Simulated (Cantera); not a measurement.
## Adiabatic ignition

An adiabatic, constant-pressure homogeneous reactor starts with 2.98 % CH₄, 0.0924 % C₂H₆, 20.4 % O₂, 76.6 % N₂, at 1448 K and 9.87 atm.

Detailed kinetics in Cantera: GRI-Mech 3.0 (53 species, 325 reactions).

```
t (s)     T (K)   x CH₄    x C₂H₆   x O₂      x NO     x CH₂
--------  -----  ------  --------  -----  --------  --------
2.00e-6    1448  0.0298  0.000923  0.204    <1e-12    <1e-12
6.83e-6    1448  0.0298  0.000920  0.204    <1e-12  5.59e-12
2.33e-5    1448  0.0297  0.000909  0.203    <1e-12  1.41e-10
7.95e-5    1456  0.0283  0.000939  0.202  5.24e-12   6.17e-9
0.000271   2116  <1e-12    <1e-12  0.140   1.42e-5    <1e-12
0.000926   2116  <1e-12    <1e-12  0.140   3.63e-5    <1e-12
0.00316    2116  <1e-12    <1e-12  0.140  0.000111    <1e-12
0.0108     2115  <1e-12    <1e-12  0.140  0.000365    <1e-12
0.0368     2113  <1e-12    <1e-12  0.140   0.00119    <1e-12
0.126      2108  <1e-12    <1e-12  0.138   0.00349    <1e-12
0.429      2100  <1e-12    <1e-12  0.137   0.00694    <1e-12
1.46       2098  <1e-12    <1e-12  0.136   0.00786    <1e-12
5.00       2098  <1e-12    <1e-12  0.136   0.00787    <1e-12
```
x: mole fraction; the columns are a selection and need not sum to one.

| Quantity | Value |
|---|---|
| time of steepest temperature rise | 0.135 ms |
| temperature at 5.00 s | 2098 K |
| equilibrium temperature | 2098 K |
| x(CH₄) at 5.00 s | <1e-12 (gas-phase equilibrium <1e-12) |
| x(C₂H₆) at 5.00 s | <1e-12 (gas-phase equilibrium <1e-12) |
| x(O₂) at 5.00 s | 0.136 (gas-phase equilibrium 0.136) |
